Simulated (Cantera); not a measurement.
A diamond (100) surface in a fixed gas of H2 with x(CH4) = 0.0067, x(H) = 0.021, at 1400 K, 12.0 Torr; coverages are run to steady state.

Computed with Cantera and the Harris–Goodwin 1993 mechanism for the reconstructed diamond (100) surface.

θ: site fractions in the mechanism's names (c6HH fully hydrogenated, c6H* and c6*H radical sites, c6** diradical, c6HM methylated).

```
x(CH3)   growth (µm/h)  θ c6HH  θ c6H*  θ c6*H  θ c6**
-------  -------------  ------  ------  ------  ------
1e-06              [?]   0.328  0.0599   0.547  0.0654
2.2e-06            [?]   0.328  0.0599   0.547  0.0654
4.9e-06            [?]   0.328  0.0599   0.547  0.0654
1.1e-05            [?]   0.328  0.0599   0.547  0.0654
2.4e-05            [?]   0.328  0.0599   0.547  0.0654
5.2e-05            [?]   0.328  0.0598   0.547  0.0654
0.00011            [?]   0.328  0.0598   0.547  0.0653
0.00025            [?]   0.328  0.0598   0.547  0.0652
0.00056            [?]   0.328  0.0598   0.547  0.0650
```

Q: What belongs in the gaps?

A: 
- 1e-06, growth (µm/h): 0.00380
- 2.2e-06, growth (µm/h): 0.00836
- 4.9e-06, growth (µm/h): 0.0186
- 1.1e-05, growth (µm/h): 0.0418
- 2.4e-05, growth (µm/h): 0.0911
- 5.2e-05, growth (µm/h): 0.197
- 0.00011, growth (µm/h): 0.417
- 0.00025, growth (µm/h): 0.947
- 0.00056, growth (µm/h): 2.12
